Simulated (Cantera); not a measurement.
Feed: 1 mol SiH4, 14 mol NH3, 20 mol N2, equilibrated at 1.33 mbar.

Equilibrium computed with Cantera from the NASA thermochemical tables; the gas is ideal and each condensed phase is pure. Candidate condensed phases: Si, Si3N4; 18 gas species. Rates play no part.

Question: At 1523 K, list the 3 most abundant gas species with their mole fractions, and the condensed phases.

Answer: N2 0.534, H2 0.466, H 0.000432. Condensed: Si3N4(s).
